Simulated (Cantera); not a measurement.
What does this Cantera script print?

```python
import numpy as np
import cantera as ct

gas = ct.Solution("gri30.yaml")
gas.TPX = 1025, 1333, {'H2': 0.066, 'O2': 1}
reactor = ct.IdealGasConstPressureReactor(gas, energy="off", clone=False)
net = ct.ReactorNet([reactor])
net.rtol, net.atol = 1e-08, 1e-18
show = ['H2', 'O2', 'H2O2', 'O', 'HO2', 'H2O']
times = np.geomspace(0.0004, 100, 10)

steps = ct.SolutionArray(gas, extra=["t"])
rows = []
print(f"{'t/s':>10s}{'T/K':>9s}{'P/Pa':>11s}" + "".join(f"{s:>11s}" for s in show))
for t in times:
    while net.time < t:
        t_next = net.step()
        steps.append(gas.state, t=t_next)
    rows.append([np.interp(t, steps.t, y) for y in (steps.T, steps.P, *steps(*show).X.T)])
    print(f"{t:10.3e}{rows[-1][0]:9.1f}{rows[-1][1]:11.4g}" + "".join(f"{x:11.3e}" for x in rows[-1][2:]))
rate = np.gradient(steps.T, steps.t)
print("integrator steps:", len(steps.t))
if steps.T.max() > steps.T[0] + 200:
    print(f"time of steepest temperature rise: {steps.t[rate.argmax()]:.4e} s")
gas.TPX = 1025, 1333, {'H2': 0.066, 'O2': 1}
gas.equilibrate("TP")
print(f"equilibrium (TP): T = {gas.T:.1f} K  " + "  ".join(f"{s} {gas[s].X[0]:.3e}" for s in show))
```

Result:

```
       t/s      T/K       P/Pa         H2         O2       H2O2          O        HO2        H2O
 4.000e-04   1025.0       1333  6.191e-02  9.381e-01  7.586e-14  5.203e-10  4.464e-10  5.585e-10
 1.592e-03   1025.0       1333  6.191e-02  9.381e-01  1.455e-12  7.249e-08  2.990e-09  1.238e-07
 6.333e-03   1025.0       1333  7.587e-03  9.070e-01  2.717e-07  2.040e-02  7.663e-06  4.400e-02
 2.520e-02   1025.0       1333  5.183e-04  9.252e-01  1.207e-07  9.437e-03  6.001e-06  6.100e-02
 1.003e-01   1025.0       1333  4.744e-05  9.350e-01  1.014e-07  9.004e-04  2.387e-06  6.359e-02
 3.989e-01   1025.0       1333  2.963e-06  9.360e-01  4.723e-08  6.115e-05  4.247e-07  6.384e-02
 1.587e+00   1025.0       1333  2.594e-07  9.361e-01  1.486e-08  5.973e-06  6.022e-08  6.388e-02
 6.316e+00   1025.0       1333  3.535e-08  9.361e-01  4.184e-09  8.826e-07  1.024e-08  6.389e-02
 2.513e+01   1025.0       1333  6.448e-09  9.361e-01  1.131e-09  1.682e-07  2.203e-09  6.389e-02
 1.000e+02   1025.0       1333  1.379e-09  9.361e-01  2.982e-10  3.677e-08  7.740e-10  6.389e-02
integrator steps: 1901
equilibrium (TP): T = 1025.0 K  H2 1.041e-10  O2 9.361e-01  H2O2 2.747e-11  O 2.783e-09  HO2 1.146e-09  H2O 6.389e-02
```

Computed with Cantera and GRI-Mech 3.0 (53 species, 325 reactions). Radical loss at walls, strong at low pressure, is not modelled. The temperature is held fixed by assumption; the heat of reaction is taken as removed at once.
